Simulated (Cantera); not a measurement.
A perfectly stirred reactor is fed with 21.5 % H₂, 16.5 % O₂, 62.0 % N₂, equivalence ratio 0.65, at 0.543 atm; it is adiabatic with a 425 K inlet, and is followed from long to short residence time, starting on the burning branch (τ in s: 0.021, 0.013, 0.0078, 0.0048, 0.0029, 0.0018, 0.0011, 0.00066, 0.0004, 0.00024, 0.00015, 9.1e-05).

Computed with Cantera and GRI-Mech 3.0 (53 species, 325 reactions).

x: mole fraction; the columns are a selection and need not sum to one.

| τ (s) | T (K) | x H₂ | x O₂ | x NO₂ | x HO₂ | x H₂O₂ |
|---|---|---|---|---|---|---|
| 0.021 | 1994 | 0.00219 | 0.0634 | 3.98e-8 | 3.19e-6 | 1.47e-7 |
| 0.013 | 1980 | 0.00292 | 0.0633 | 2.72e-8 | 3.94e-6 | 1.71e-7 |
| 0.0078 | 1960 | 0.00395 | 0.0633 | 1.79e-8 | 5.03e-6 | 2.05e-7 |
| 0.0048 | 1936 | 0.00522 | 0.0634 | 1.21e-8 | 6.41e-6 | 2.48e-7 |
| 0.0029 | 1903 | (withheld) | 0.0637 | (withheld) | (withheld) | (withheld) |
| 0.0018 | 1864 | 0.00868 | 0.0641 | 6.39e-9 | 1.03e-5 | 3.84e-7 |
| 0.0011 | 1814 | 0.0109 | 0.0647 | 5.16e-9 | 1.29e-5 | 5.00e-7 |
| 0.00066 | 1753 | 0.0133 | 0.0657 | 4.34e-9 | 1.59e-5 | 6.87e-7 |
| 0.00040 | 1683 | 0.0160 | 0.0670 | 3.68e-9 | 1.93e-5 | 9.82e-7 |
| 0.00024 | 1602 | 0.0190 | 0.0690 | 2.98e-9 | 2.32e-5 | 1.47e-6 |
| 0.00015 | 1521 | 0.0224 | 0.0715 | 2.30e-9 | 2.76e-5 | 2.17e-6 |
| 9.1e-5 | 1425 | (withheld) | 0.0758 | (withheld) | (withheld) | (withheld) |

Question: Fill in the missing entries.

Answer: 
- 0.0029, x H₂: 0.00684
- 0.0029, x NO₂: 8.44e-9
- 0.0029, x HO₂: 8.23e-6
- 0.0029, x H₂O₂: 3.07e-7
- 9.1e-5, x H₂: 0.0283
- 9.1e-5, x NO₂: 1.53e-9
- 9.1e-5, x HO₂: 3.37e-5
- 9.1e-5, x H₂O₂: 3.23e-6
